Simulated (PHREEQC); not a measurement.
A solution holds 42 mmol/kgw HF, 3.6 mmol/kgw NaF and 0.041 mmol/kgw H4SiO4, at 25 °C. Closed to the air; pH follows from the charge balance.

Computed with PHREEQC (ion-association model, phreeqc.dat).

**Question.** The ionic strength comes out as 0.00791 mol/kgw. What activity coefficients do HF2-, SiF6-2, F-, Na+, H+ get?

**Answer.** HF2- 0.91, SiF6-2 0.70, F- 0.91, Na+ 0.91, H+ 0.92.

Precipitation was switched off in this run. Species that the database lacks are ignored. SiF6-2 is the database's only silicon fluoride.
